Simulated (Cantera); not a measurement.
Input: 1 mol SiH2Cl2, 29 mol N2, equilibrated at 3300 Pa.

Cantera equilibrium calculation (NASA polynomials, part measured and part estimated; ideal gas, pure solids and liquids). Candidate condensed phases: NH4Cl, Si, Si3N4; 28 gas species. N2 is the only nitrogen source here; it is nearly inert below about 1500 K, so the nitride shown seldom forms there in practice. Equilibrium is a limit: real reactors are often held back by kinetics, nucleation or transport.

What share of the Si ends up in condensed phases as a function of T (K), at 898, 998, 1098, 1198, 1298, 1398, 1498?


| T (K) | Si condensed (%) | as |
|---|---|---|
| 898 | 83.7 | Si3N4(s) |
| 998 | 85.1 | Si3N4(s) |
| 1098 | 86.2 | Si3N4(s) |
| 1198 | 86.8 | Si3N4(s) |
| 1298 | 86.2 | Si3N4(s) |
| 1398 | 82.0 | Si3N4(s) |
| 1498 | 71.2 | Si3N4(s) |
